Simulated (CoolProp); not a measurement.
Computed with CoolProp (reference Helmholtz-energy equation of state, Lemmon 2006). It is a short technical equation, of lower accuracy than the large ones.

Question: Give the vapour pressure (MPa), vapour density (kg/m³), liquid cp (kJ/(kg K)), liquid conductivity (mW/(m K)) of saturated toluene at 331.1, 351 K.

Answer: 
```csv
T (K),p (MPa),vapour density (kg/m³),liquid cp (kJ/(kg K)),liquid conductivity (mW/(m K))
331.1,0.0171,0.578,1.81,121
351,0.0361,1.16,1.88,116
```

Thermal conductivity comes from a separate model (Assael 2012).
